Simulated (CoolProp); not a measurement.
Vapour-liquid equilibrium of propane (1) + neopentane (2) at 270.8 K; x and y are mole fractions of (1).

The numbers come from the multi-fluid Helmholtz-energy mixture model, Lemmon 2009 and Lemmon 2006; pair parameters Bell 2016 in CoolProp.

```csv
x,"bubble pressure, mixture model (MPa)","bubble pressure, Raoult's law (MPa)","y, mixture model","y, Raoult's law"
0.05,0.07368,0.08348,0.162,0.264
0.125,___,0.1117,0.346,0.494
0.2,0.1023,0.1400,0.487,0.631
0.275,0.1190,0.1682,0.602,0.721
0.35,___,0.1965,___,0.786
0.425,0.1610,0.2247,___,0.835
0.5,0.1876,0.2530,0.838,0.872
0.575,0.2185,0.2812,0.888,0.902
0.65,0.2536,0.3095,0.926,0.927
0.725,___,0.3377,0.954,0.947
0.8,0.3339,0.3660,0.974,0.965
0.875,0.3761,0.3942,0.987,0.980
0.95,___,0.4225,0.996,0.992
```

### Question
Fill in the missing entries.

### Answer

- 0.125, bubble pressure, mixture model (MPa): 0.08745
- 0.35, bubble pressure, mixture model (MPa): 0.1383
- 0.35, y, mixture model: 0.697
- 0.425, y, mixture model: 0.775
- 0.725, bubble pressure, mixture model (MPa): 0.2925
- 0.95, bubble pressure, mixture model (MPa): 0.4166

The largest gap from Raoult's law is -29.6 % in bubble pressure, at x = 0.35. No azeotrope shows between x = 0.05 and 0.95.

Pair parameters are fitted to limited data, so mixtures are less certain than the pure fluids.
